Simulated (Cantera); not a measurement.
Charge: 1 mol CH3Cl, 0.019 mol CH4, 1.6 mol H2, at 477 °C and 88.0 mbar.

Equilibrium computed with Cantera from the NASA thermochemical tables; the gas is ideal and each condensed phase is pure. Candidate condensed phases: C, C6H6, C7H8, C8H18; 91 gas species. The numbers say what is thermodynamically allowed, not how fast it happens.

Base state: H2 0.597, HCl 0.302, CH4 0.100 (mole fractions); condensed: C(graphite).

Problem. What changes in the equilibrium state with this change: pressure from 88.0 mbar to 10.0 mbar?

Solution. 
```json
[
 {"species": "H2", "before": "0.597", "after": "0.705"},
 {"species": "HCl", "before": "0.302", "after": "0.279"},
 {"species": "CH4", "before": "0.100", "after": "0.0159"},
 {"species": "C(graphite), mol", "before": "0.687", "after": "0.962"}
]
```

Problem. What changes in the equilibrium state with this change: temperature from 477 °C to 2525 °C?

Solution. 
```csv
species,before,after
H2,0.597,0.539
H,<1e-9,0.201
HCl,0.302,0.191
CH4,0.100,2.51e-6
Cl,<1e-9,0.0492
C2H2 (acetylene),<1e-9,0.0179
C2H,<1e-9,0.000839
C3,<1e-9,0.000351
C4H2,<1e-9,0.000247
C2HCl,<1e-9,0.000112
C,<1e-9,7.34e-5
"C(graphite), mol",0.687,0.853
```

Problem. What changes in the equilibrium state with this change: CH3Cl replaced by CCl4?

Solution. 
```csv
species,before,after
HCl,0.302,0.901
Cl2,<1e-9,0.0991
CCl4,<1e-9,0.000223
H2,0.597,<1e-9
CH4,0.100,<1e-9
"C(graphite), mol",0.687,1.02
```
Gases not in the tables: chlorinated aromatics.
